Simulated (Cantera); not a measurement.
A freely propagating, adiabatic, planar premixed flame of CO : H2 : O2 : N2 = 1 : 0.12 : 0.4 : 1.08 (molar parts), unburnt at 675 K and 135 Torr; mixture-averaged transport, grid criteria slope 0.08 and curve 0.16, no radiation.

Model: GRI-Mech 3.0 (53 species, 325 reactions), integrated in Cantera. Burning velocities carry a grid error of a few per cent, more on coarse grids.

Question: What does this change do: inlet temperature 675 to 548 K?

Answer: 
```
quantity                    before     after
------------------------  --------  --------
laminar burning velocity  376 cm/s  253 cm/s
thermal thickness          7.41 mm   6.39 mm
peak x(H)                   0.0497    0.0471
peak x(H2O2)               1.04e-6   4.17e-6
```

Question: What does this change do: 0.12 parts H2O added?

Answer: 
| quantity | before | after |
|---|---|---|
| laminar burning velocity | 376 cm/s | 390 cm/s |
| thermal thickness | 7.41 mm | 6.43 mm |
| peak x(H) | 0.0497 | 0.0554 |
| peak x(H2O2) | 1.04e-6 | 1.59e-6 |
